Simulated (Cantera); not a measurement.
An adiabatic, constant-pressure homogeneous reactor starts with CH₄ : O₂ : N₂ = 1 : 1.54 : 5.78 (molar parts), equivalence ratio 1.3, at 1100 K and 4.93 atm. Integrator tolerance rtol = 1e-08.

Computed with Cantera and GRI-Mech 3.0 (53 species, 325 reactions).

Q: What does this change do: 0.06 parts H2 added?

A: 
```
quantity                                                              before                                      after
---------------------------------  -----------------------------------------  -----------------------------------------
time of steepest temperature rise                                    44.6 ms                                    15.0 ms
temperature at 0.300 s                                                2628 K                                     2622 K
equilibrium temperature                                               2628 K                                     2622 K
x(CH₄) at 0.300 s                  1.11e-12 (gas-phase equilibrium 1.29e-12)  1.53e-12 (gas-phase equilibrium 1.76e-12)
x(O₂) at 0.300 s                   0.000483 (gas-phase equilibrium 0.000483)  0.000389 (gas-phase equilibrium 0.000389)
x(NO) at 0.300 s                     0.00125 (gas-phase equilibrium 0.00125)    0.00111 (gas-phase equilibrium 0.00111)
x(C₂H₄) at 0.300 s                     <1e-12 (gas-phase equilibrium <1e-12)      <1e-12 (gas-phase equilibrium <1e-12)
x(H) at 0.300 s                      0.00387 (gas-phase equilibrium 0.00387)    0.00396 (gas-phase equilibrium 0.00396)
x(O) at 0.300 s                    0.000261 (gas-phase equilibrium 0.000261)  0.000228 (gas-phase equilibrium 0.000228)
```

Q: What does this change do: constant volume in place of constant pressure?

A: 
| quantity | before | after |
|---|---|---|
| time of steepest temperature rise | 44.6 ms | 42.8 ms |
| temperature at 0.300 s | 2628 K | 2921 K |
| equilibrium temperature | 2628 K | 2921 K |
| x(CH₄) at 0.300 s | 1.11e-12 (gas-phase equilibrium 1.29e-12) | 4.07e-12 (gas-phase equilibrium 4.76e-12) |
| x(O₂) at 0.300 s | 0.000483 (gas-phase equilibrium 0.000483) | 0.00151 (gas-phase equilibrium 0.00151) |
| x(NO) at 0.300 s | 0.00125 (gas-phase equilibrium 0.00125) | 0.00334 (gas-phase equilibrium 0.00334) |
| x(C₂H₄) at 0.300 s | <1e-12 (gas-phase equilibrium <1e-12) | <1e-12 (gas-phase equilibrium <1e-12) |
| x(H) at 0.300 s | 0.00387 (gas-phase equilibrium 0.00387) | 0.00667 (gas-phase equilibrium 0.00667) |
| x(O) at 0.300 s | 0.000261 (gas-phase equilibrium 0.000261) | 0.000890 (gas-phase equilibrium 0.000890) |

Q: What does this change do: initial temperature 1100 to 1723 K?

A: 
```json
[
 {"quantity": "time of steepest temperature rise", "before": "44.6 ms", "after": "52.8 µs"},
 {"quantity": "temperature at 0.300 s", "before": "2628 K", "after": "2960 K"},
 {"quantity": "equilibrium temperature", "before": "2628 K", "after": "2960 K"},
 {"quantity": "x(CH₄) at 0.300 s", "before": "1.11e-12 (gas-phase equilibrium 1.29e-12)", "after": "<1e-12 (gas-phase equilibrium <1e-12)"},
 {"quantity": "x(O₂) at 0.300 s", "before": "0.000483 (gas-phase equilibrium 0.000483)", "after": "0.00399 (gas-phase equilibrium 0.00399)"},
 {"quantity": "x(NO) at 0.300 s", "before": "0.00125 (gas-phase equilibrium 0.00125)", "after": "0.00566 (gas-phase equilibrium 0.00566)"},
 {"quantity": "x(C₂H₄) at 0.300 s", "before": "<1e-12 (gas-phase equilibrium <1e-12)", "after": "<1e-12 (gas-phase equilibrium <1e-12)"},
 {"quantity": "x(H) at 0.300 s", "before": "0.00387 (gas-phase equilibrium 0.00387)", "after": "0.0133 (gas-phase equilibrium 0.0133)"},
 {"quantity": "x(O) at 0.300 s", "before": "0.000261 (gas-phase equilibrium 0.000261)", "after": "0.00280 (gas-phase equilibrium 0.00280)"}
]
```
